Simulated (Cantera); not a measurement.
What does this Cantera script print?

```python
import numpy as np
import cantera as ct

gas_names = [...]  # 47 gases of nasa_gas.yaml made of Cl, H, N, O, Si
cond_names = """
    H2O(s) H2O(L) NH4CL(a) NH4CL(b) Si(cr) Si(L) SiO2(Lqz) SiO2(hqz) SiO2(L) Si2N2O(s) Si3N4(a)
""".split()


# ... load() reads the species with a 1 bar reference pressure and builds the phases ...
atoms = {
    'SiH2Cl2': {'Si': 1, 'H': 2, 'CL': 2},
    'NO': {'N': 1, 'O': 1},
    'N2': {'N': 2},
}
top_T = {'Si2N2O(s)': 2100, 'Si3N4(a)': 2400}  # K; cautious upper limits of use, not melting points


# ... equilibrate(T, P, feed) seeds the gas with the atoms and calls Mixture.equilibrate('TP', solver="vcs", rtol=1e-11, max_steps=5000) ...
results = []
feed = {'SiH2Cl2': 1, 'NO': 21, 'N2': 7}  # mol
P = 30  # Pa
for T in [1073, 1173, 1273, 1373, 1473, 1573, 1673]:
    mix = equilibrate(T, P, feed)
    results.append((T, P, feed, dict(zip(mix.species_names, mix.species_moles))))

top = {s: max(r[3][s] / sum(r[3][g] for g in gas_names) for r in results) for s in gas_names}
cols = sorted((s for s in top if top[s] > 0.0001), key=lambda s: -top[s])[:8]
seen = [c for c in cond_names if any(r[3].get(c, 0) > 1e-12 for r in results)]
print("log10 of partial pressures in bar; condensed amounts in mol")
print(f"{'T/K':>10s}" + "".join(f"{s[:9]:>10s}" for s in cols + seen))
for T, P, feed, n in results:
    ng = sum(n[g] for g in gas_names)
    print(f"{T:10.4g}" + "".join(f"{np.log10(max(n[s] / ng * P / 1e5, 1e-99)):10.3f}" for s in cols)
          + "".join(f"{n.get(c, 0):10.4g}" for c in seen))
```

It prints:

```
log10 of partial pressures in bar; condensed amounts in mol
       T/K        N2        O2       HCL        CL       H2O        NO       CL2         O SiO2(hqz)
      1073    -3.742    -4.010    -4.732    -6.061    -5.964    -7.665    -6.186   -10.910         1
      1173    -3.743    -4.011    -4.742    -5.711    -5.895    -7.287    -6.521    -9.860         1
      1273    -3.743    -4.013    -4.768    -5.477    -5.749    -6.968    -6.928    -8.975         1
      1373    -3.744    -4.015    -4.808    -5.306    -5.601    -6.696    -7.336    -8.218         1
      1473    -3.745    -4.018    -4.859    -5.174    -5.476    -6.462    -7.720    -7.563         1
      1573    -3.746    -4.022    -4.921    -5.069    -5.377    -6.258    -8.079    -6.992         1
      1673    -3.747    -4.026    -4.992    -4.987    -5.302    -6.079    -8.417    -6.489    0.9999
```

These are equilibrium values from Cantera (NASA tables, ideal gas, pure condensed phases), not measurements of a reactor. The tables hold silica as quartz up to 1696 K and as liquid above; real silica turns to tridymite and cristobalite and melts near 1996 K.
